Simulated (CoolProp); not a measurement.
Properties of R142b along the isobar 4.17 MPa.

The numbers come from the reference Helmholtz-energy equation of state, Lemmon 2006 in CoolProp. It is a short technical equation, of lower accuracy than the large ones.

```json
[
 {"T (K)": "319", "phase": "liquid", "Z": "0.1474", "Joule-Thomson coefficient (K/MPa)": "-0.1543", "expansivity (1/kK)": "2.435", "Prandtl number": "(withheld)"},
 {"T (K)": "331.9", "phase": "liquid", "Z": "0.1464", "Joule-Thomson coefficient (K/MPa)": "-0.07325", "expansivity (1/kK)": "2.695", "Prandtl number": "3.29"},
 {"T (K)": "344.8", "phase": "liquid", "Z": "0.1462", "Joule-Thomson coefficient (K/MPa)": "0.03401", "expansivity (1/kK)": "3.042", "Prandtl number": "3.16"},
 {"T (K)": "357.7", "phase": "liquid", "Z": "0.1470", "Joule-Thomson coefficient (K/MPa)": "0.1832", "expansivity (1/kK)": "(withheld)", "Prandtl number": "3.05"},
 {"T (K)": "370.6", "phase": "liquid", "Z": "0.1492", "Joule-Thomson coefficient (K/MPa)": "0.4066", "expansivity (1/kK)": "4.276", "Prandtl number": "2.96"},
 {"T (K)": "383.5", "phase": "liquid", "Z": "0.1535", "Joule-Thomson coefficient (K/MPa)": "0.7833", "expansivity (1/kK)": "5.588", "Prandtl number": "2.90"},
 {"T (K)": "396.4", "phase": "liquid", "Z": "0.1622", "Joule-Thomson coefficient (K/MPa)": "1.586", "expansivity (1/kK)": "8.721", "Prandtl number": "2.94"},
 {"T (K)": "422.1", "phase": "supercritical", "Z": "0.5278", "Joule-Thomson coefficient (K/MPa)": "14.66", "expansivity (1/kK)": "20.39", "Prandtl number": "1.43"},
 {"T (K)": "435", "phase": "supercritical", "Z": "0.6181", "Joule-Thomson coefficient (K/MPa)": "12.03", "expansivity (1/kK)": "11.00", "Prandtl number": "1.08"},
 {"T (K)": "447.9", "phase": "supercritical", "Z": "(withheld)", "Joule-Thomson coefficient (K/MPa)": "10.27", "expansivity (1/kK)": "7.900", "Prandtl number": "0.964"},
 {"T (K)": "460.8", "phase": "supercritical", "Z": "0.7199", "Joule-Thomson coefficient (K/MPa)": "8.977", "expansivity (1/kK)": "6.299", "Prandtl number": "0.899"}
]
```

Q: Complete the blanks.

A: 
- 319, Prandtl number: 3.45
- 357.7, expansivity (1/kK): 3.530
- 447.9, Z: 0.6764

Viscosity comes from a separate model (Huber 2003), an estimate that may be off by 10 % or more. Thermal conductivity comes from a separate model (Huber 2003), an estimate that may be off by 10 % or more.
